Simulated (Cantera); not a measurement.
Input (Python, Cantera) and output of one run.

```python
import numpy as np
import cantera as ct

gas_names = [...]  # 45 gases of nasa_gas.yaml made of Al, Cl, H, N, O
cond_names = """
    AL(cr) AL(L) ALCL3(s) ALCL3(L) ALN(s) AL2O3(a) AL2O3(L) H2O(s) H2O(L) NH4CL(a) NH4CL(b)
""".split()


# ... load() reads the species with a 1 bar reference pressure and builds the phases ...
atoms = {
    'AlCl3': {'AL': 1, 'CL': 3},
    'O2': {'O': 2},
    'N2': {'N': 2},
    'NH3': {'N': 1, 'H': 3},
}
top_T = {'ALN(s)': 2750}  # K; cautious upper limits of use, not melting points


# ... equilibrate(T, P, feed) seeds the gas with the atoms and calls Mixture.equilibrate('TP', solver="vcs", rtol=1e-11, max_steps=5000) ...
results = []
feed = {'AlCl3': 1, 'O2': 0.21, 'N2': 13, 'NH3': 24}  # mol
P = 950  # Pa
for T in [1100, 1175, 1250, 1325, 1400, 1475, 1550, 1625]:
    mix = equilibrate(T, P, feed)
    results.append((T, P, feed, dict(zip(mix.species_names, mix.species_moles))))
    x = sorted(zip(gas.X, gas.species_names), reverse=True)
    print(f"T = {T:g} K  P = {P:g} Pa  gas = {mix.phase_moles(0):.4g} mol")
    print("   x: " + "  ".join(f"{s} {v:.3e}" for v, s in x if v > 1e-06))
    print("   condensed (mol): " + ("  ".join(f"{mix.phase(i).name} {mix.phase_moles(i):.4g}"
          for i in range(1, mix.n_phases) if mix.phase_moles(i) > 1e-12) or "none"))
```

Output:

```
T = 1100 K  P = 950 Pa  gas = 62.14 mol
   x: H2 5.595e-01  N2 3.980e-01  HCL 3.958e-02  ALCL3 2.896e-03  ALCL2 3.134e-06
   condensed (mol): ALN(s) 0.5399  AL2O3(a) 0.14
T = 1175 K  P = 950 Pa  gas = 62.14 mol
   x: H2 5.598e-01  N2 3.981e-01  HCL 3.905e-02  ALCL3 3.067e-03  ALCL2 1.411e-05  ALCL 2.440e-06
   condensed (mol): ALN(s) 0.5284  AL2O3(a) 0.14
T = 1250 K  P = 950 Pa  gas = 62.14 mol
   x: H2 5.600e-01  N2 3.981e-01  HCL 3.852e-02  ALCL3 3.209e-03  ALCL2 5.262e-05  ALCL 2.090e-05  H 3.711e-06
   condensed (mol): ALN(s) 0.516  AL2O3(a) 0.14
T = 1325 K  P = 950 Pa  gas = 62.15 mol
   x: H2 5.602e-01  N2 3.982e-01  HCL 3.790e-02  ALCL3 3.296e-03  ALCL2 1.670e-04  ALCL 1.391e-04  H 1.256e-05
   condensed (mol): ALN(s) 0.4961  AL2O3(a) 0.14
T = 1400 K  P = 950 Pa  gas = 62.2 mol
   x: H2 5.603e-01  N2 3.983e-01  HCL 3.686e-02  ALCL3 3.239e-03  ALCL 7.424e-04  ALCL2 4.545e-04  H 3.736e-05  CL 2.023e-06  H2O 1.257e-06
   condensed (mol): ALN(s) 0.4441  AL2O3(a) 0.14
T = 1475 K  P = 950 Pa  gas = 62.37 mol
   x: H2 5.599e-01  N2 3.985e-01  HCL 3.444e-02  ALCL 3.189e-03  ALCL3 2.805e-03  ALCL2 1.022e-03  H 9.957e-05  CL 4.963e-06  H2O 1.891e-06
   condensed (mol): ALN(s) 0.2824  AL2O3(a) 0.14
T = 1550 K  P = 950 Pa  gas = 62.72 mol
   x: H2 5.581e-01  N2 3.986e-01  HCL 3.157e-02  ALCL 8.367e-03  ALCL3 1.654e-03  ALCL2 1.461e-03  H 2.414e-04  CL 1.090e-05  H2O 3.375e-06
   condensed (mol): AL2O3(a) 0.1399
T = 1625 K  P = 950 Pa  gas = 62.8 mol
   x: H2 5.561e-01  N2 3.981e-01  HCL 3.382e-02  ALCL 9.677e-03  ALCL2 1.129e-03  ALCL3 6.648e-04  H 5.398e-04  CL 2.585e-05  H2O 1.021e-05  AL 1.204e-06
   condensed (mol): AL2O3(a) 0.1398
```

Cantera equilibrium calculation (NASA polynomials, part measured and part estimated; ideal gas, pure solids and liquids). Mutual solubility and eutectic melting of coexisting phases are not modelled. The tables' values for AlCl2 are old estimates; treat these amounts as uncertain.
